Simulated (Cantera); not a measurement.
Feed: 1 mol Fe3O4, 440 mol H2, equilibrated at 0.210 bar.

These are equilibrium values from Cantera (NASA tables, ideal gas, pure condensed phases), not measurements of a reactor. Candidate condensed phases: Fe, FeO, Fe(OH)2, Fe(OH)3, Fe2O3, Fe3O4, H2O; 12 gas species. The numbers say what is thermodynamically allowed, not how fast it happens.

Which condensed phases are stable at each of these points (T (°C)): 1075, 1150, 1225, 1300, 1375, 1450, 1525, 1600, 1675, 1750?


```json
[
 {"T (°C)": "1075", "condensed phases": "Fe(γ)", "Fe condensed (%)": "100.0"},
 {"T (°C)": "1150", "condensed phases": "Fe(γ)", "Fe condensed (%)": "100.0"},
 {"T (°C)": "1225", "condensed phases": "Fe(γ)", "Fe condensed (%)": "100.0"},
 {"T (°C)": "1300", "condensed phases": "Fe(γ)", "Fe condensed (%)": "100.0"},
 {"T (°C)": "1375", "condensed phases": "Fe(γ)", "Fe condensed (%)": "99.8"},
 {"T (°C)": "1450", "condensed phases": "Fe(δ)", "Fe condensed (%)": "99.4"},
 {"T (°C)": "1525", "condensed phases": "Fe(δ)", "Fe condensed (%)": "98.0"},
 {"T (°C)": "1600", "condensed phases": "Fe(l)", "Fe condensed (%)": "94.5"},
 {"T (°C)": "1675", "condensed phases": "Fe(l)", "Fe condensed (%)": "86.0"},
 {"T (°C)": "1750", "condensed phases": "Fe(l)", "Fe condensed (%)": "67.0"}
]
```

From 1075 °C to 1375 °C the condensed part is Fe(γ). From 1450 °C to 1525 °C the condensed part is Fe(δ). From 1600 °C to 1750 °C the condensed part is Fe(l).
